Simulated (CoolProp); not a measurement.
Vapour-liquid equilibrium of isobutane (1) + isobutene (2) at 32.5 kPa; x and y are mole fractions of (1).

Computed with CoolProp (multi-fluid Helmholtz-energy mixture model, Bücker 2006 and Lemmon 2005; pair parameters Bell 2016).

Task: Give the bubble temperature and the first vapour's composition at x = 0.05, 0.275, 0.8. Is there an azeotrope?

Result: x = 0.05: -33.2 °C, y = 0.066; x = 0.275: -34.6 °C, y = 0.330; x = 0.8: -36.9 °C, y = 0.828. No azeotrope shows between x = 0.05 and 0.95.

Pair parameters are fitted to limited data, so mixtures are less certain than the pure fluids.
